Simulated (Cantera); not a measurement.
A closed system holds: 1 mol Si3N4, 0.022 mol CO2, 12 mol N2, equilibrated at 2073.15 K and 200 Pa.

These are equilibrium values from Cantera (NASA tables, ideal gas, pure condensed phases), not measurements of a reactor. Candidate condensed phases: C, Si, SiC, SiO2, Si2N2O, Si3N4; 34 gas species. The tables' values for SiN are old estimates; treat these amounts as uncertain. Kinetics and transport are ignored.

Base state: N2 0.944, Si 0.0499, SiO 0.00241, Si2C 0.000920, Si2 0.000613, Si2N 0.000587, CO 0.000557, SiN 0.000477 (mole fractions); condensed: Si(l).

Problem. What changes in the equilibrium state with this change: Si3N4 replaced by Si?

Solution. 
```csv
species,before,after
N2,0.944,0.944
Si,0.0499,0.0499
SiO,0.00241,0.00276
CO,0.000557,0.000704
Si2C,0.000920,0.00102
SiN,0.000477,0.000477
Si2N,0.000587,0.000586
"Si(l), mol",2.15,0.263
```
